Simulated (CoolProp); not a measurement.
Saturation properties of dimethyl carbonate.

Model: reference Helmholtz-energy equation of state, Zhou 2011, in CoolProp.

```tsv
T (°C)	p (bar)	vapour density (kg/m³)
142.95	4.260	___
150.75	5.087	14.34
158.45	___	16.89
166.25	7.087	19.83
174.05	8.295	23.19
181.75	9.634	26.95
189.55	11.15	___
197.35	12.85	36.24
205.15	14.73	___
212.85	16.79	48.29
220.65	19.09	55.75
228.45	___	64.41
```

Problem. Complete the blanks.

Solution. 
- 142.95, vapour density (kg/m³): 12.09
- 158.45, p (bar): 6.017
- 189.55, vapour density (kg/m³): 31.30
- 205.15, vapour density (kg/m³): 41.90
- 228.45, p (bar): 21.63

It boils at 90.1 °C under 1 atm.
